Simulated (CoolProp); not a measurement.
Carbon monoxide along the isotherm -159.05 °C: fugacity coefficient from the reference equation and from simpler models built on Tc = -140.3 °C, pc = 3.498 MPa, ω = 0.050; each cubic takes its own stable root.

The numbers come from the reference Helmholtz-energy equation of state, Lemmon 2006 in CoolProp. It is a short technical equation, of lower accuracy than the large ones.

```csv
p (MPa),phase,reference
2.33,liquid,0.4882
4.66,liquid,0.2719
7,liquid,0.2011
9.33,liquid,0.1672
11.7,liquid,0.1478
14,liquid,0.1362
16.3,liquid,0.1289
18.7,liquid,0.1242
21,liquid,0.1216
23.3,liquid,0.1204
25.7,liquid,0.1202
28,liquid,0.1210
30.3,liquid,0.1225
32.6,liquid,0.1247
35,liquid,0.1276
```

Task: How far does each simpler model (van der Waals, Redlich-Kwong, Peng-Robinson) lie from the reference over these 15 states: mean and median of the absolute difference, and the worst?

Result: 
- van der Waals: mean 69.6 %, median 69.1 %, worst +110.8 % at -159.05 °C and 35 MPa
- Redlich-Kwong: mean 2.9 %, median 3.0 %, worst +3.3 % at -159.05 °C and 16.3 MPa
- Peng-Robinson: mean 8.5 %, median 8.5 %, worst -15.2 % at -159.05 °C and 35 MPa
